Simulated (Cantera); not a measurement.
A closed system holds: 1 mol Ta2O5, 3.2 mol CO, held at 2100 °C and 80.0 mbar.

Cantera equilibrium calculation (NASA polynomials, part measured and part estimated; ideal gas, pure solids and liquids). Candidate condensed phases: C, Ta, TaC, Ta2O5; 15 gas species. Kinetics and transport are ignored.

Base state: CO 0.997, TaO2 0.00175, CO2 0.00133, TaO 0.000304 (mole fractions); condensed: Ta2O5(l).

Task: What changes in the equilibrium state with this change: temperature from 2100 °C to 877 °C?

Result: 
| species | before | after |
|---|---|---|
| CO | 0.997 | 0.997 |
| CO2 | 0.00133 | 0.00314 |
| TaO2 | 0.00175 | <1e-9 |
| TaO | 0.000304 | <1e-9 |
| Ta2O5(l), mol | 0.997 | 0 |
| C(graphite), mol | 0 | 0.0100 |
| Ta2O5(s), mol | 0 | 1.00 |
